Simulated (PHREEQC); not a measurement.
Sulfide liquor: an equilibrium model

Dissolve 0.65 mmol/kgw H2S and 1.9 mmol/kgw NaCl at 25 °C. Closed to the air; pH follows from the charge balance.

The numbers come from PHREEQC with the ion-association model, phreeqc.dat.

Precipitation was switched off in this run.

What pH, specific conductance does the model give?

pH 5.07; specific conductance 235 µS/cm.

In which forms is S present?

H2S 99 %, HS- 1.4 % of the S.
